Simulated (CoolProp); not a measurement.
Saturation properties of cyclohexane (Tc = 280.5 °C, pc = 4.081 MPa, ω = 0.209).

The numbers come from the reference Helmholtz-energy equation of state, Zhou 2014 in CoolProp.

```
T (°C)  p (MPa)  liquid density (kg/m³)  vapour density (kg/m³)  liquid cp (kJ/(kg K))  liquid viscosity (µPa s)  vapour viscosity (µPa s)
------  -------  ----------------------  ----------------------  ---------------------  ------------------------  ------------------------
30.85   0.01685                   768.3                  0.5666                  1.887                       808                      7.12
43.45   0.02825                   756.3                  0.9167                  1.946                       666                      7.37
55.95   0.04505                   744.1                   1.415                  2.006                       559                      7.61
68.55   0.06923                   731.7                   2.111                  2.068                       476                      7.86
81.15    0.1027                   719.0                   3.048                  2.130                       409                      8.11
93.75    0.1475                   706.1                   4.279                  2.194                       355                      8.37
106.35   0.2062                   692.8                   5.863                  2.259                       310                      8.63
118.95   0.2812                   679.2                   7.865                  2.327                       273                      8.91
131.55   0.3752                   665.2                   10.36                  2.397                       242                      9.20
144.15   0.4910                   650.7                   13.44                  2.471                       216                      9.51
156.75   0.6317                   635.6                   17.22                  2.549                       193                      9.86
169.35   0.8001                   619.8                   21.81                  2.633                       173                      10.3
181.85   0.9977                   603.2                   27.34                  2.724                       156                      10.7
194.45    1.231                   585.3                   34.13                  2.825                       141                      11.2
207.05    1.502                   566.0                   42.43                  2.940                       127                      11.8
```

It boils at 80.7 °C under 1 atm.

Viscosity comes from a separate model (Tariq 2014).
